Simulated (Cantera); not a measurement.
Si + H2 + Cl2 (chlorosilane synthesis and conversion)

Charge: 1 mol Si, 3.4 mol H2, a varied amount of Cl2, at 350 °C and 16.0 bar.

Equilibrium computed with Cantera from the NASA thermochemical tables; the gas is ideal and each condensed phase is pure. Candidate condensed phases: Si; 19 gas species. The numbers say what is thermodynamically allowed, not how fast it happens.

```json
[
 {"n(Cl2) (mol)": "0.5", "log p H2": "1.17", "log p HCl": "-3.42", "log p SiCl4": "-0.34", "log p SiHCl3": "-0.09", "log p SiH2Cl2": "-1.10", "log p SiH3Cl": "-2.81", "log p SiH4": "-4.82", "log p SiCl3": "-5.82", "n Si(s)": "0.695"},
 {"n(Cl2) (mol)": "0.59", "log p H2": "1.16", "log p HCl": "-3.41", "log p SiCl4": "-0.26", "log p SiHCl3": "-0.03", "log p SiH2Cl2": "-1.06", "log p SiH3Cl": "-2.80", "log p SiH4": "-4.84", "log p SiCl3": "-5.76", "n Si(s)": "0.642"},
 {"n(Cl2) (mol)": "0.69", "log p H2": "1.15", "log p HCl": "-3.39", "log p SiCl4": "-0.18", "log p SiHCl3": "0.03", "log p SiH2Cl2": "-1.03", "log p SiH3Cl": "-2.79", "log p SiH4": "-4.85", "log p SiCl3": "-5.70", "n Si(s)": "0.583"},
 {"n(Cl2) (mol)": "0.81", "log p H2": "1.14", "log p HCl": "-3.38", "log p SiCl4": "-0.10", "log p SiHCl3": "0.08", "log p SiH2Cl2": "-1.00", "log p SiH3Cl": "-2.79", "log p SiH4": "-4.87", "log p SiCl3": "-5.64", "n Si(s)": "0.513"},
 {"n(Cl2) (mol)": "0.96", "log p H2": "1.13", "log p HCl": "-3.36", "log p SiCl4": "-0.02", "log p SiHCl3": "0.14", "log p SiH2Cl2": "-0.97", "log p SiH3Cl": "-2.78", "log p SiH4": "-4.89", "log p SiCl3": "-5.58", "n Si(s)": "0.426"},
 {"n(Cl2) (mol)": "1.1", "log p H2": "1.12", "log p HCl": "-3.35", "log p SiCl4": "0.04", "log p SiHCl3": "0.18", "log p SiH2Cl2": "-0.95", "log p SiH3Cl": "-2.78", "log p SiH4": "-4.91", "log p SiCl3": "-5.53", "n Si(s)": "0.345"},
 {"n(Cl2) (mol)": "1.3", "log p H2": "1.11", "log p HCl": "-3.34", "log p SiCl4": "0.12", "log p SiHCl3": "0.23", "log p SiH2Cl2": "-0.93", "log p SiH3Cl": "-2.78", "log p SiH4": "-4.93", "log p SiCl3": "-5.48", "n Si(s)": "0.231"},
 {"n(Cl2) (mol)": "1.6", "log p H2": "1.09", "log p HCl": "-3.32", "log p SiCl4": "0.21", "log p SiHCl3": "0.29", "log p SiH2Cl2": "-0.90", "log p SiH3Cl": "-2.79", "log p SiH4": "-4.97", "log p SiCl3": "-5.41", "n Si(s)": "0.0598"},
 {"n(Cl2) (mol)": "1.8", "log p H2": "1.09", "log p HCl": "-3.03", "log p SiCl4": "0.37", "log p SiHCl3": "0.16", "log p SiH2Cl2": "-1.33", "log p SiH3Cl": "-3.51", "log p SiH4": "-5.99", "log p SiCl3": "-5.54", "n Si(s)": "0"},
 {"n(Cl2) (mol)": "2.1", "log p H2": "1.07", "log p HCl": "-0.15", "log p SiCl4": "0.55", "log p SiHCl3": "-2.57", "log p SiH2Cl2": "-6.95", "log p SiH3Cl": "<-10", "log p SiH4": "<-10", "log p SiCl3": "-8.25", "n Si(s)": "0"},
 {"n(Cl2) (mol)": "2.5", "log p H2": "0.98", "log p HCl": "0.51", "log p SiCl4": "0.51", "log p SiHCl3": "-3.36", "log p SiH2Cl2": "-8.50", "log p SiH3Cl": "<-10", "log p SiH4": "<-10", "log p SiCl3": "-9.00", "n Si(s)": "0"},
 {"n(Cl2) (mol)": "3", "log p H2": "0.85", "log p HCl": "0.77", "log p SiCl4": "0.47", "log p SiHCl3": "-3.78", "log p SiH2Cl2": "-9.31", "log p SiH3Cl": "<-10", "log p SiH4": "<-10", "log p SiCl3": "-9.36", "n Si(s)": "0"}
]
```
log p: log10 of the partial pressure in bar; n: condensed amount in mol.

From 0.5 mol Cl2 to 1.6 mol Cl2 the condensed part is Si(s). From 1.8 mol Cl2 to 3 mol Cl2 nothing is condensed. The main Si-bearing gas is SiHCl3 at 0.5 mol Cl2 and SiCl4 at 3 mol Cl2.
